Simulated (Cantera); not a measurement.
An isothermal, constant-pressure homogeneous reactor starts with 3.96 % CH4, 94.7 % H2, 1.32 % CO2, at 2350 K and 240 Torr.

Cantera simulation using GRI-Mech 3.0 (53 species, 325 reactions); the numbers are that mechanism's predictions, not measurements. GRI-Mech 3.0 stops at C3 and has no aromatics, soot or wall deposition, so with more carbon than oxygen in the feed, carbon stays in small species such as C2H2 where larger ones or solid carbon would form.

x: mole fraction; the columns are a selection and need not sum to one.

```csv
t (s),x CH4,x H2,x CO2,x C2H2,x CH2O,x CH2CO
8.00e-5,0.0248,0.933,0.00666,0.00353,1.49e-6,3.93e-7
0.000248,0.0101,0.934,0.000485,0.0120,6.95e-7,1.45e-6
0.000772,0.00263,0.937,2.86e-5,0.0162,2.14e-7,1.71e-6
0.00240,0.00102,0.938,2.54e-5,0.0159,7.43e-8,1.27e-6
0.00744,[?],0.940,[?],[?],[?],[?]
0.0231,[?],0.941,[?],0.0124,[?],[?]
0.0718,8.54e-5,0.941,3.93e-9,0.0123,2.99e-9,3.31e-9
0.223,8.43e-5,0.941,7.88e-10,0.0123,2.99e-9,3.19e-9
0.692,8.43e-5,0.941,7.88e-10,0.0123,2.99e-9,3.19e-9
2.15,8.43e-5,0.941,7.88e-10,0.0123,2.99e-9,3.19e-9
6.68,8.43e-5,0.941,7.88e-10,0.0123,2.99e-9,3.19e-9
20.7,8.43e-5,0.941,7.88e-10,0.0123,2.99e-9,3.19e-9
64.4,8.43e-5,0.941,7.88e-10,0.0123,2.99e-9,3.19e-9
200,8.43e-5,0.941,7.88e-10,0.0123,2.99e-9,3.19e-9
```

Q: Some entries are withheld; supply them.

A: 
- 0.00744, x CH4: 0.000615
- 0.00744, x CO2: 1.42e-5
- 0.00744, x C2H2: 0.0138
- 0.00744, x CH2O: 2.29e-8
- 0.00744, x CH2CO: 5.03e-7
- 0.0231, x CH4: 0.000229
- 0.0231, x CO2: 1.81e-6
- 0.0231, x CH2O: 3.83e-9
- 0.0231, x CH2CO: 5.72e-8
